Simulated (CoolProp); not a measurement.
Vapour pressure (MPa) of n-perfluorohexane: the reference equation beside estimates from Tc = 174.9 °C, pc = 1.742 MPa, ω = 0.497. Clausius-Clapeyron is anchored at -52.25 °C with a constant enthalpy of vaporisation of 37.96 kJ/mol.

Model: reference Helmholtz-energy equation of state, Gao 2022, in CoolProp.

```json
[
 {"T (°C)": "-52.25", "reference": "0.0002027", "Lee-Kesler": "0.0002111", "Clausius-Clapeyron": "0.0002027", "Redlich-Kwong": "0.003235", "Soave-Redlich-Kwong": "0.0002141", "Peng-Robinson": "0.0002470"},
 {"T (°C)": "-43.85", "reference": "0.0004294", "Lee-Kesler": "0.0004405", "Clausius-Clapeyron": "0.0004322", "Redlich-Kwong": "0.005408", "Soave-Redlich-Kwong": "0.0004462", "Peng-Robinson": "0.0005039"},
 {"T (°C)": "-35.45", "reference": "0.0008515", "Lee-Kesler": "0.0008641", "Clausius-Clapeyron": "0.0008735", "Redlich-Kwong": "0.008635", "Soave-Redlich-Kwong": "0.0008738", "Peng-Robinson": "0.0009682"},
 {"T (°C)": "-27.05", "reference": "0.001593", "Lee-Kesler": "0.001604", "Clausius-Clapeyron": "0.001683", "Redlich-Kwong": "0.01324", "Soave-Redlich-Kwong": "0.001619", "Peng-Robinson": "0.001764"},
 {"T (°C)": "-18.55", "reference": "0.002848", "Lee-Kesler": "0.002852", "Clausius-Clapeyron": "0.003126", "Redlich-Kwong": "0.01970", "Soave-Redlich-Kwong": "0.002873", "Peng-Robinson": "0.003085"},
 {"T (°C)": "-10.15", "reference": "0.004828", "Lee-Kesler": "0.004818", "Clausius-Clapeyron": "0.005543", "Redlich-Kwong": "0.02825", "Soave-Redlich-Kwong": "0.004845", "Peng-Robinson": "0.005136"},
 {"T (°C)": "-1.75", "reference": "0.007852", "Lee-Kesler": "0.007824", "Clausius-Clapeyron": "0.009486", "Redlich-Kwong": "0.03943", "Soave-Redlich-Kwong": "0.007853", "Peng-Robinson": "0.008232"},
 {"T (°C)": "6.65", "reference": "0.01231", "Lee-Kesler": "0.01226", "Clausius-Clapeyron": "0.01572", "Redlich-Kwong": "0.05368", "Soave-Redlich-Kwong": "0.01228", "Peng-Robinson": "0.01275"},
 {"T (°C)": "15.05", "reference": "0.01866", "Lee-Kesler": "0.01859", "Clausius-Clapeyron": "0.02529", "Redlich-Kwong": "0.07151", "Soave-Redlich-Kwong": "0.01861", "Peng-Robinson": "0.01915"},
 {"T (°C)": "23.45", "reference": "0.02747", "Lee-Kesler": "0.02739", "Clausius-Clapeyron": "0.03961", "Redlich-Kwong": "0.09341", "Soave-Redlich-Kwong": "0.02739", "Peng-Robinson": "0.02797"},
 {"T (°C)": "31.85", "reference": "0.03936", "Lee-Kesler": "0.03929", "Clausius-Clapeyron": "0.06053", "Redlich-Kwong": "0.1199", "Soave-Redlich-Kwong": "0.03927", "Peng-Robinson": "0.03985"},
 {"T (°C)": "40.25", "reference": "0.05505", "Lee-Kesler": "0.05503", "Clausius-Clapeyron": "0.09041", "Redlich-Kwong": "0.1515", "Soave-Redlich-Kwong": "0.05501", "Peng-Robinson": "0.05550"},
 {"T (°C)": "48.75", "reference": "0.07561", "Lee-Kesler": "0.07568", "Clausius-Clapeyron": "0.1328", "Redlich-Kwong": "0.1891", "Soave-Redlich-Kwong": "0.07569", "Peng-Robinson": "0.07600"},
 {"T (°C)": "57.15", "reference": "0.1014", "Lee-Kesler": "0.1016", "Clausius-Clapeyron": "0.1905", "Redlich-Kwong": "0.2325", "Soave-Redlich-Kwong": "0.1018", "Peng-Robinson": "0.1018"}
]
```

Absolute difference from the reference over all 14 rows, mean and median: Lee-Kesler 0.8 and 0.3 %, Clausius-Clapeyron 31.7 and 24.3 %, Redlich-Kwong 521.3 and 369.1 %, Soave-Redlich-Kwong 1.2 and 0.3 %, Peng-Robinson 6.7 and 4.2 %.
